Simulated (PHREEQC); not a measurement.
Make-up at 35 °C: 0.24 mol/kgw Cu(NO3)2, 0.039 mol/kgw H2SO4 and 0.025 mol/kgw Na2SO4. Closed to the air; pH follows from the charge balance.

All values are PHREEQC results (ion-association model, phreeqc.dat), not measurements.

Each row changes one thing in this solution. No solid was allowed to form.

| case | pH | ionic strength (mol/kgw) | CuSO4 (mol/kgw) | HSO4- (mol/kgw) | SO4-2 (mol/kgw) | NaSO4- (mol/kgw) |
|---|---|---|---|---|---|---|
| as made | 1.37 | 0.769 | 0.0251 | 0.0205 | 0.0176 | 0.000832 |
| 0.002 mol/kgw H4SiO4 added | 1.37 | 0.769 | 0.0251 | 0.0205 | 0.0176 | 0.000832 |
| Cu(NO3)2 from 0.24 to 0.264 mol/kgw | 1.36 | 0.840 | 0.0258 | 0.0198 | 0.0176 | 0.000813 |
| temperature from 35 to 60 °C | 1.42 | 0.770 | 0.0216 | 0.0268 | 0.0148 | 0.000745 |
| H2SO4 from 0.039 to 0.0351 mol/kgw | 1.41 | 0.765 | 0.0243 | 0.0180 | 0.0169 | 0.000804 |
| Na2SO4 from 0.025 to 0.0025 mol/kgw | 1.32 | 0.750 | 0.0164 | 0.0142 | 0.0108 | 5.20e-5 |
| H2SO4 from 0.039 to 0.0195 mol/kgw | 1.65 | 0.751 | 0.0209 | 0.00878 | 0.0141 | 0.000675 |
| temperature from 35 to 30 °C | 1.36 | 0.769 | 0.0256 | 0.0194 | 0.0181 | 0.000844 |

The ionic strength passes 0.7 mol/kgw, the rough limit of the ion-association models, in every such run. Complexes and solids missing from the database can't appear. Some of these states are supersaturated (in Quartz (slow to form), Chalcedony (slow to form), for instance). Away from 25 °C the constants follow the database's enthalpies or fits; those with neither stay at their 25 °C values.
